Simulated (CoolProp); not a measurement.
Vapour-liquid equilibrium of R1234ze(E) (1) + R227EA (2) at 0.00776 MPa; x and y are mole fractions of (1).

Model: multi-fluid Helmholtz-energy mixture model, Thol 2016 and Lemmon 2016; pair parameters Bell 2023, in CoolProp.

```tsv
x	bubble temperature, mixture model (K)	bubble temperature, Raoult's law (K)	y, mixture model	y, Raoult's law
0.05	210.0	210.1	0.062	0.058
0.125	209.7	209.9	0.151	0.144
0.2	209.5	209.7	0.236	0.228
0.275	209.3	209.5	0.318	0.309
0.35	209.0	209.3	0.396	0.388
0.425	208.8	209.1	0.471	0.466
0.5	208.6	209.0	0.543	0.541
0.575	208.5	208.8	0.614	0.615
0.65	208.3	208.6	0.682	0.687
0.725	208.2	208.4	0.750	0.757
0.8	208.1	208.3	0.817	0.825
0.875	208.0	208.1	0.885	0.892
0.95	207.9	207.9	0.953	0.957
```

The largest gap from Raoult's law is -0.4 K in bubble temperature, at x = 0.5. No azeotrope shows between x = 0.05 and 0.95.

The pair parameters rest on a limited set of measurements; away from them the model extrapolates.
